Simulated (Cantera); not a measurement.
An adiabatic, constant-pressure homogeneous reactor starts with 15.8 % CO, 1.49 % H2, 16.3 % O2, 61.4 % N2, 5.06 % H2O, equivalence ratio 0.53, at 1775 K and 1.00 bar.

Computed with Cantera and GRI-Mech 3.0 (53 species, 325 reactions).

x: mole fraction; the columns are a selection and need not sum to one.

```
t (s)     T (K)    x CO     x H2    x O2      x NO     x OH   x H2O2     x NO2
--------  -----  ------  -------  ------  --------  -------  -------  --------
3.00e-6    1775   0.158   0.0149   0.163  1.48e-12  2.96e-6  1.22e-8    <1e-12
8.35e-6    1775   0.158   0.0147   0.163  5.81e-11      ___      ___    <1e-12
2.32e-5    1811     ___      ___     ___       ___      ___      ___  2.51e-10
6.46e-5    2083  0.0674  0.00602  0.0994   3.14e-5   0.0150  2.00e-7   8.22e-9
0.000180   2371  0.0542  0.00428  0.0970  0.000189   0.0162  1.01e-7   6.10e-8
0.000500   2590  0.0391  0.00270  0.0930   0.00106   0.0147  1.28e-7   4.92e-7
0.00139    2643  0.0342  0.00230  0.0903   0.00395   0.0139  1.68e-7   1.99e-6
0.00387    2638  0.0338  0.00228  0.0875   0.00984   0.0135  1.64e-7   4.91e-6
0.0108     2632  0.0334  0.00226  0.0848    0.0155   0.0132  1.61e-7   7.64e-6
0.0300     2631  0.0333  0.00226  0.0843    0.0165   0.0132  1.60e-7   8.12e-6
0.0834     2631  0.0333  0.00226  0.0843    0.0165   0.0132  1.60e-7   8.13e-6
0.232      2631  0.0333  0.00226  0.0843    0.0165   0.0132  1.60e-7   8.13e-6
0.646      2631  0.0333  0.00226  0.0843    0.0165   0.0132  1.60e-7   8.13e-6
1.80       2631  0.0333  0.00226  0.0843    0.0165   0.0132  1.60e-7   8.13e-6
5.00       2631  0.0333  0.00226  0.0843    0.0165   0.0132  1.60e-7   8.13e-6
```

Q: What belongs in the gaps?

A: 
- 8.35e-6, x OH: 8.01e-5
- 8.35e-6, x H2O2: 4.56e-8
- 2.32e-5, x CO: 0.135
- 2.32e-5, x H2: 0.00312
- 2.32e-5, x O2: 0.137
- 2.32e-5, x NO: 5.68e-7
- 2.32e-5, x OH: 0.00786
- 2.32e-5, x H2O2: 3.89e-7
